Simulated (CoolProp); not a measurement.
Model: reference Helmholtz-energy equation of state, Lemmon 2016, in CoolProp.

Question: For R365MFC, give the phase and the density (kg/m³), cp (kJ/(kg K)), isothermal compressibility (1/MPa), expansivity (1/kK) at 411.9 K and 8.79 MPa; 411.9 K and 10.1 MPa; 411.9 K and 13.8 MPa.

Answer: 
- 411.9 K and 8.79 MPa: liquid; density 1020, cp 1.60, isothermal compressibility 0.00711, expansivity 2.62
- 411.9 K and 10.1 MPa: liquid; density 1030, cp 1.59, isothermal compressibility 0.00650, expansivity 2.47
- 411.9 K and 13.8 MPa: liquid; density 1060, cp 1.56, isothermal compressibility 0.00526, expansivity 2.17
